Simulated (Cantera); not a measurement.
An isothermal, constant-pressure homogeneous reactor starts with N₂O = 1 (molar parts), at 1200 K and 0.200 bar. Integrator tolerance rtol = 1e-08.

Cantera simulation using GRI-Mech 3.0 (53 species, 325 reactions); the numbers are that mechanism's predictions, not measurements. GRI-Mech 3.0 was tuned for natural gas; its chemistry of N2O as a main component is partial and can be far from experiment. The mechanism lacks the step 2 NO + O2 → 2 NO2, which can matter for NO2 below about 1400 K. The temperature is held fixed by assumption; the heat of reaction is taken as removed at once.

Problem. What does this change do: pressure from 0.200 bar to 0.0230 bar?

Solution. 
```tsv
quantity	before	after
x(N₂O) at 100 s	0.000310 (gas-phase equilibrium 6.56e-9)	0.178 (gas-phase equilibrium 2.23e-9)
x(O) at 100 s	3.68e-8 (gas-phase equilibrium 3.26e-8)	1.76e-6 (gas-phase equilibrium 9.60e-8)
x(NO₂) at 100 s	0.000489 (gas-phase equilibrium 2.16e-6)	2.20e-5 (gas-phase equilibrium 7.33e-7)
x(N₂) at 100 s	0.636 (gas-phase equilibrium 0.667)	0.520 (gas-phase equilibrium 0.667)
x(O₂) at 100 s	0.302 (gas-phase equilibrium 0.333)	0.246 (gas-phase equilibrium 0.333)
x(NO) at 100 s	0.0609 (gas-phase equilibrium 0.000228)	0.0571 (gas-phase equilibrium 0.000228)
```
Radical loss at walls, strong at low pressure, is not modelled.

Problem. What does this change do: pressure from 0.200 bar to 1.00 bar?

Solution. 
```csv
quantity,before,after
x(N₂O) at 100 s,0.000310 (gas-phase equilibrium 6.56e-9),6.11e-7 (gas-phase equilibrium 1.47e-8)
x(O) at 100 s,3.68e-8 (gas-phase equilibrium 3.26e-8),1.40e-8 (gas-phase equilibrium 1.46e-8)
x(NO₂) at 100 s,0.000489 (gas-phase equilibrium 2.16e-6),0.00100 (gas-phase equilibrium 4.83e-6)
x(N₂) at 100 s,0.636 (gas-phase equilibrium 0.667),0.642 (gas-phase equilibrium 0.667)
x(O₂) at 100 s,0.302 (gas-phase equilibrium 0.333),0.308 (gas-phase equilibrium 0.333)
x(NO) at 100 s,0.0609 (gas-phase equilibrium 0.000228),0.0491 (gas-phase equilibrium 0.000228)
```
